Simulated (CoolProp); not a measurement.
Vapour-liquid equilibrium of R22 (1) + n-hexane (2) at 252.6 K; x and y are mole fractions of (1).

Values from CoolProp's multi-fluid Helmholtz-energy mixture model, Kamei 1995 and Thol 2019; pair parameters Bell 2016.

```
x     bubble pressure (bar)  y at the bubble point  dew pressure at overall composition x (bar)  liquid density (mol/L)
----  ---------------------  ---------------------  -------------------------------------------  ----------------------
0.05                 0.2320                  0.925                                          ___                   8.283
0.2                  0.8010                  0.980                                          ___                   8.996
0.35                    ___                  0.989                                      0.02773                     ___
0.5                     ___                  0.992                                      0.03601                   10.77
0.65                  1.758                  0.994                                      0.05133                   11.90
0.8                   1.991                  0.996                                      0.08930                   13.25
0.95                    ___                    ___                                          ___                   14.94
```

**Question.** Complete the blanks.

**Answer.** 
- 0.05, dew pressure at overall composition x (bar): 0.01900
- 0.2, dew pressure at overall composition x (bar): 0.02255
- 0.35, bubble pressure (bar): 1.225
- 0.35, liquid density (mol/L): 9.815
- 0.5, bubble pressure (bar): 1.524
- 0.95, bubble pressure (bar): 2.282
- 0.95, y at the bubble point: 0.999
- 0.95, dew pressure at overall composition x (bar): 0.3427

No azeotrope shows between x = 0.05 and 0.95.

The pair parameters rest on a limited set of measurements; away from them the model extrapolates. With so large a gap from Raoult's law the liquid may split in two, which this calculation doesn't test in full.
